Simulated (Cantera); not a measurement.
Feed: 1 mol V₂O₅, 55 mol H₂, 0.88 mol N₂, held at 1975 K and 1 atm.

Cantera equilibrium calculation (NASA polynomials, part measured and part estimated; ideal gas, pure solids and liquids). Candidate condensed phases: H₂O, V, VN, VO, V₂O₃, V₂O₄, V₂O₅; 28 gas species. Condensed phases not in the tables: the oxides between V₂O₃ and V₂O₅ other than VO₂. Kinetics and transport are ignored.

Question: What is the equilibrium state?

Answer: 
* **x(H₂)**: 0.947
* **x(H₂O)**: 0.0358
* **x(N₂)**: 0.0157
* **x(H)**: 0.00132
* **x(VO₂)**: 1.04e-5
* **x(OH)**: 4.76e-6
* **x(NH₃)**: 2.46e-6
* **x(VO)**: 1.10e-6
* **n(V₂O₃(s))**: 1.000 mol
* **gas amount**: 55.92 mol
* **log10 activity of V(s) (absent)**: -2.17
* **log10 activity of V₂O₅(l) (absent)**: -8.11
